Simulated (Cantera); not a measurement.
Input (Python, Cantera):

```python
import numpy as np
import cantera as ct

gas = ct.Solution("gri30.yaml")
gas.TPX = 525, 200000, {'CH4': 1, 'C2H6': 0.031, 'C3H8': 0.39, 'O2': 5.07, 'N2': 19.1}
flame = ct.FreeFlame(gas, width=0.025)
flame.set_refine_criteria(ratio=3, slope=0.08, curve=0.16)
flame.transport_model = "mixture-averaged"
flame.solve(loglevel=0, auto=True)
z, T = flame.grid, flame.T
thick = (T[-1] - T[0]) / np.gradient(T, z).max()
show = ['CH4', 'C2H6', 'C3H8', 'H2', 'CH2', 'CH2O']
print(f"laminar burning velocity  {flame.velocity[0] * 100:.3f} cm/s")
print(f"burnt temperature         {T[-1]:.1f} K")
print(f"thermal thickness         {thick * 1e3:.4f} mm")
print(f"grid points               {len(z)}")
z0 = z[flame.heat_release_rate.argmax()]
print(f"{'z/mm':>9s}{'T/K':>9s}{'u/(m/s)':>9s}" + "".join(f"{s:>11s}" for s in show))
rows = []
for k in (-3, -2, -1.5, -1, -0.5, -0.25, 0, 0.25, 0.5, 1, 2, 4, 8):
    zz = z0 + k * thick
    rows.append([k * thick, np.interp(zz, z, T), np.interp(zz, z, flame.velocity),
                 *(np.interp(zz, z, flame.X[gas.species_index(s)]) for s in show)])
    print(f"{rows[-1][0] * 1e3:9.3f}{rows[-1][1]:9.1f}{rows[-1][2]:9.3f}" + "".join(f"{x:11.3e}" for x in rows[-1][3:]))
```

It prints:

```
laminar burning velocity  74.624 cm/s
burnt temperature         2184.6 K
thermal thickness         0.2056 mm
grid points               133
     z/mm      T/K  u/(m/s)        CH4       C2H6       C3H8         H2        CH2       CH2O
   -0.617    525.3    0.747  3.904e-02  1.211e-03  1.523e-02  5.658e-04  1.066e-19  2.780e-07
   -0.411    527.6    0.751  3.892e-02  1.210e-03  1.522e-02  1.520e-03  9.927e-17  3.959e-06
   -0.308    536.5    0.765  3.856e-02  1.208e-03  1.518e-02  2.688e-03  1.860e-14  2.295e-05
   -0.206    587.0    0.841  3.692e-02  1.207e-03  1.497e-02  4.825e-03  7.324e-12  1.704e-04
   -0.103    906.0    1.317  2.776e-02  1.271e-03  1.123e-02  8.365e-03  4.640e-08  1.195e-03
   -0.051   1272.7    1.876  1.701e-02  1.015e-03  4.257e-03  1.019e-02  2.894e-06  1.465e-03
    0.000   1644.5    2.447  4.864e-03  1.106e-04  1.415e-04  9.860e-03  2.576e-05  6.500e-04
    0.051   1812.6    2.692  4.136e-04  4.714e-07  1.071e-07  6.850e-03  7.626e-06  8.384e-05
    0.103   1878.7    2.777  1.829e-05  5.853e-10  2.061e-11  5.270e-03  4.311e-07  4.295e-06
    0.206   1959.7    2.878  4.208e-08  7.084e-15  1.704e-17  4.472e-03  1.282e-09  1.142e-08
    0.411   2046.2    2.988  1.250e-12  3.008e-21  9.969e-27  3.326e-03  7.279e-14  2.528e-11
    0.822   2117.2    3.079  1.604e-17  1.362e-28  2.877e-37  1.949e-03  8.420e-17  8.472e-12
    1.645   2160.1    3.132  7.660e-19  7.225e-32  2.619e-41  1.035e-03  1.661e-18  2.574e-12
```

Detailed kinetics in Cantera: GRI-Mech 3.0 (53 species, 325 reactions). GRI-Mech 3.0 was tuned for natural gas; its chemistry of propane as a main component is partial and can be far from experiment. Burning velocities carry a grid error of a few per cent, more on coarse grids.
